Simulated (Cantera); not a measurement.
Charge: 1 mol V, 0.62 mol O2, 95 mol H2, held at 1330 Pa.

Equilibrium computed with Cantera from the NASA thermochemical tables; the gas is ideal and each condensed phase is pure. Candidate condensed phases: H2O, V, VO, V2O3, V2O4, V2O5; 12 gas species. Mutual solubility and eutectic melting of coexisting phases are not modelled. VO: taken at fixed stoichiometry. Condensed phases not in the tables: the oxides between V2O3 and V2O5 other than VO2. The numbers say what is thermodynamically allowed, not how fast it happens.

log p: log10 of the partial pressure in bar; n: condensed amount in mol.

| T (K) | log p H2 | log p H | log p H2O | log p VO | log p VO2 | n VO(s) | n V2O3(s) |
|---|---|---|---|---|---|---|---|
| 1125 | -1.88 | -8.29 | -5.53 | <-13 | <-13 | 0.562 | 0.219 |
| 1200 | -1.88 | -7.64 | -5.22 | <-13 | <-13 | 0.606 | 0.197 |
| 1275 | -1.88 | -7.07 | -4.95 | -13.56 | ___ | 0.679 | 0.161 |
| 1350 | -1.88 | -6.56 | -4.72 | -12.34 | ___ | 0.794 | 0.103 |
| 1425 | -1.88 | -6.10 | -4.50 | -11.25 | ___ | 0.966 | 0.0170 |
| 1500 | -1.88 | -5.69 | -4.47 | -10.27 | ___ | 1.000 | 0 |
| 1575 | -1.88 | -5.32 | -4.47 | -9.39 | ___ | 1.000 | 0 |
| 1650 | -1.88 | -4.98 | -4.47 | -8.60 | ___ | 1.000 | 0 |
| 1725 | -1.88 | -4.67 | -4.47 | -7.88 | ___ | 1.000 | 0 |
| 1800 | -1.88 | -4.38 | -4.47 | -7.22 | ___ | 0.999 | 0 |
| 1875 | -1.88 | -4.12 | -4.48 | -6.61 | ___ | 0.997 | 0 |
| 1950 | -1.88 | -3.88 | -4.48 | -6.06 | ___ | 0.989 | 0 |
| 2025 | -1.88 | -3.66 | -4.49 | -5.55 | ___ | 0.965 | 0 |

Question: Some entries are withheld; supply them.

Answer: 
- 1275, log p VO2: -12.67
- 1350, log p VO2: -11.46
- 1425, log p VO2: -10.38
- 1500, log p VO2: -9.57
- 1575, log p VO2: -8.87
- 1650, log p VO2: -8.24
- 1725, log p VO2: -7.66
- 1800, log p VO2: -7.14
- 1875, log p VO2: -6.66
- 1950, log p VO2: -6.22
- 2025, log p VO2: -5.82
